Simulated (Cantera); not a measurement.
A freely propagating, adiabatic, planar premixed flame of 17.6 % H2, 17.3 % O2, 65.1 % N2, unburnt at 623 K and 101000 Pa; mixture-averaged transport, grid criteria slope 0.08 and curve 0.16, no radiation.

Detailed kinetics in Cantera: the H2/O2 subset of GRI-Mech 3.0, which has no nitrogen chemistry. Burning velocities carry a grid error of a few per cent, more on coarse grids. Lean hydrogen flames are cellular in practice and burn faster than this planar one.

x: mole fraction of selected species; z is measured from the peak of heat release.

```tsv
z (mm)	T (K)	u (m/s)	x H2	x O2	x O	x OH	x H2O	x H2O2
-1.27	623	3.70	0.176	0.173	<1e-8	<1e-8	<1e-8	<1e-8
-0.848	623	3.70	0.176	0.173	<1e-8	<1e-8	4.49e-8	<1e-8
-0.636	623	3.70	0.176	0.173	<1e-8	<1e-8	7.06e-7	<1e-8
-0.424	624	3.69	0.174	0.173	?	<1e-8	?	?
-0.212	670	3.90	0.157	0.175	2.06e-5	9.47e-5	0.00364	1.28e-5
-0.106	?	4.96	?	0.169	?	?	?	?
0	1185	6.61	0.0650	0.142	0.00378	0.00267	0.0855	8.84e-6
0.106	1425	7.90	0.0246	0.110	0.00863	0.00633	0.139	4.73e-6
0.212	1559	8.60	0.0118	0.0974	0.00991	0.00836	0.160	2.60e-6
0.424	1692	9.28	0.00698	0.0929	0.00792	0.00924	0.172	1.28e-6
0.848	1796	9.80	0.00420	0.0921	0.00471	0.00839	0.179	6.75e-7
1.70	1863	10.1	0.00199	0.0924	0.00220	0.00634	0.185	3.77e-7
3.39	1898	10.3	0.000770	0.0929	0.000848	0.00415	0.188	2.11e-7
```

Q: What belongs in the gaps?

A: 
- -0.424, x O: 4.60e-8
- -0.424, x H2O: 1.75e-5
- -0.424, x H2O2: 9.66e-8
- -0.106, T (K): 871
- -0.106, x H2: 0.122
- -0.106, x O: 0.000440
- -0.106, x OH: 0.000657
- -0.106, x H2O: 0.0273
- -0.106, x H2O2: 1.74e-5
